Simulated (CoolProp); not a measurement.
Values from CoolProp's reference Helmholtz-energy equation of state, Smukala 2000.

Give the vapour pressure (MPa), liquid density (kg/m³), vapour density (kg/m³), enthalpy of vaporisation (kJ/kg) of saturated ethylene at 225, 239.8, 244 K.


```
T (K)  p (MPa)  liquid density (kg/m³)  vapour density (kg/m³)  enthalpy of vaporisation (kJ/kg)
-----  -------  ----------------------  ----------------------  --------------------------------
225       1.13                     477                    20.6                               379
239.8     1.76                     447                    32.9                               338
244       1.98                     437                    37.4                               325
```
